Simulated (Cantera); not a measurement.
Feed: 1 mol TEOS, 0.13 mol H2O, held at 752 °C and 2900 Pa.

Method: chemical equilibrium by Gibbs-energy minimisation in Cantera with the NASA 1993 tables (ideal gas, pure condensed phases). Candidate condensed phases: C, C6H6, C7H8, C8H18, H2O, Si, SiC, SiO2; 123 gas species. The feed counts by its element totals alone. Kinetics and transport are ignored.

Base state: H2 0.825, CO 0.173, CH4 0.00145, H2O 0.00109, CO2 0.000297 (mole fractions); condensed: C(graphite) + SiO2(β-quartz).

What changes in the equilibrium state with this change: temperature from 752 °C to 1425 °C?


```csv
species,before,after
H2,0.825,0.710
CO,0.173,0.288
SiO,<1e-9,0.00117
CH4,0.00145,1.61e-5
H,2.32e-8,0.000715
C2H2 (acetylene),1.82e-9,5.11e-5
CO2,0.000297,3.45e-7
H2O,0.00109,2.90e-6
"C(graphite), mol",5.87,2.90
"SiO2(β-quartz), mol",1.00,0
"SiC(s), mol",0,0.983
```

What changes in the equilibrium state with this change: TEOS replaced by SiCl4?


```tsv
species	before	after
SiCl4	0	0.782
HCl	0	0.218
H2	0.825	1.38e-6
CO	0.173	0
CH4	0.00145	0
CO2	0.000297	0
H2O	0.00109	2.31e-8
C(graphite), mol	5.87	0
SiO2(β-quartz), mol	1.00	0.0650
```

What changes in the equilibrium state with this change: pressure from 2900 Pa to 1000 Pa?


| species | before | after |
|---|---|---|
| H2 | 0.825 | 0.826 |
| CO | 0.173 | 0.173 |
| CH4 | 0.00145 | 0.000501 |
| H2O | 0.00109 | 0.000380 |
| CO2 | 0.000297 | 0.000103 |
| C(graphite), mol | 5.87 | 5.87 |
| SiO2(β-quartz), mol | 1.00 | 1.00 |
